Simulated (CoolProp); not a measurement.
Saturation properties of ethanol (Tc = 514.7 K, pc = 62.68 bar, ω = 0.644).

Model: reference Helmholtz-energy equation of state, Schroeder 2014, in CoolProp.

```json
[
 {"T (K)": "284.3", "p (bar)": "0.03391", "liquid density (kg/m³)": "796.9", "vapour density (kg/m³)": "0.06629", "enthalpy of vaporisation (kJ/kg)": "935.1", "vapour viscosity (µPa s)": "8.34"},
 {"T (K)": "303.9", "p (bar)": "0.1091", "liquid density (kg/m³)": "780.1", "vapour density (kg/m³)": "0.2003", "enthalpy of vaporisation (kJ/kg)": "914.3", "vapour viscosity (µPa s)": "8.95"},
 {"T (K)": "323.6", "p (bar)": "0.3005", "liquid density (kg/m³)": "762.7", "vapour density (kg/m³)": "0.5219", "enthalpy of vaporisation (kJ/kg)": "890.4", "vapour viscosity (µPa s)": "9.55"},
 {"T (K)": "343.2", "p (bar)": "0.7214", "liquid density (kg/m³)": "744.5", "vapour density (kg/m³)": "1.196", "enthalpy of vaporisation (kJ/kg)": "862.8", "vapour viscosity (µPa s)": "10.1"},
 {"T (K)": "362.9", "p (bar)": "1.559", "liquid density (kg/m³)": "724.9", "vapour density (kg/m³)": "2.487", "enthalpy of vaporisation (kJ/kg)": "830.2", "vapour viscosity (µPa s)": "10.7"},
 {"T (K)": "382.6", "p (bar)": "3.071", "liquid density (kg/m³)": "703.4", "vapour density (kg/m³)": "4.767", "enthalpy of vaporisation (kJ/kg)": "791.6", "vapour viscosity (µPa s)": "11.3"},
 {"T (K)": "402.2", "p (bar)": "5.580", "liquid density (kg/m³)": "679.2", "vapour density (kg/m³)": "8.526", "enthalpy of vaporisation (kJ/kg)": "746.2", "vapour viscosity (µPa s)": "11.9"},
 {"T (K)": "421.9", "p (bar)": "9.517", "liquid density (kg/m³)": "651.3", "vapour density (kg/m³)": "14.50", "enthalpy of vaporisation (kJ/kg)": "692.4", "vapour viscosity (µPa s)": "12.5"},
 {"T (K)": "441.6", "p (bar)": "15.33", "liquid density (kg/m³)": "619.0", "vapour density (kg/m³)": "23.67", "enthalpy of vaporisation (kJ/kg)": "629.6", "vapour viscosity (µPa s)": "13.2"}
]
```

It boils at 351.6 K under 1 atm.

Viscosity comes from a separate model (Kiselev 2005).
